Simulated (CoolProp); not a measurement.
Computed with CoolProp (reference Helmholtz-energy equation of state, Lemmon 2006). It is a short technical equation, of lower accuracy than the large ones.

Q: Give the vapour pressure (kPa), vapour density (kg/m³), surface tension (mN/m) of saturated neopentane at 316.2 K.

A: 
| T (K) | p (kPa) | vapour density (kg/m³) | surface tension (mN/m) |
|---|---|---|---|
| 316.2 | 294 | 8.91 | 9.20 |

Surface tension comes from a separate correlation (Mulero 2014).
